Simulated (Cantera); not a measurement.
What does this Cantera script print?

```python
import numpy as np
import cantera as ct

gas_names = [...]  # 109 gases of nasa_gas.yaml made of C, Cl, H, Si
cond_names = """
    C(gr) C6H6(L) C7H8(L) C8H18(L),n-octa Si(cr) Si(L) SiC(b)
""".split()


# ... load() reads the species with a 1 bar reference pressure and builds the phases ...
atoms = {
    'CH3SiCl3': {'C': 1, 'H': 3, 'Si': 1, 'CL': 3},
    'C3H8': {'C': 3, 'H': 8},
    'H2': {'H': 2},
}
top_T = {'C(gr)': 4500, 'SiC(b)': 3050}  # K; cautious upper limits of use, not melting points


# ... equilibrate(T, P, feed) seeds the gas with the atoms and calls Mixture.equilibrate('TP', solver="vcs", rtol=1e-11, max_steps=5000) ...
results = []
feed = {'CH3SiCl3': 1, 'C3H8': 0.29, 'H2': 4.6}  # mol
T = 900  # K
P = 110  # Pa
mix = equilibrate(T, P, feed)
results.append((T, P, feed, dict(zip(mix.species_names, mix.species_moles))))
x = sorted(zip(gas.X, gas.species_names), reverse=True)
print(f"T = {T:g} K  P = {P:g} Pa  gas = {mix.phase_moles(0):.4g} mol")
print("   x: " + "  ".join(f"{s} {v:.3e}" for v, s in x if v > 1e-05))
print("   condensed (mol): " + ("  ".join(f"{mix.phase(i).name} {mix.phase_moles(i):.4g}"
      for i in range(1, mix.n_phases) if mix.phase_moles(i) > 1e-12) or "none"))
```

It prints:

```
T = 900 K  P = 110 Pa  gas = 8.365 mol
   x: H2 7.816e-01  HCL 1.712e-01  SiCL4 4.634e-02  SiHCL3 6.010e-04  CH4 2.097e-04  SiCL3 8.526e-05
   condensed (mol): C(gr) 1.262  SiC(b) 0.6065
```

Method: chemical equilibrium by Gibbs-energy minimisation in Cantera with the NASA 1993 tables (ideal gas, pure condensed phases). The feed counts by its element totals alone. The tables' values for SiCl3 are old estimates; treat these amounts as uncertain.
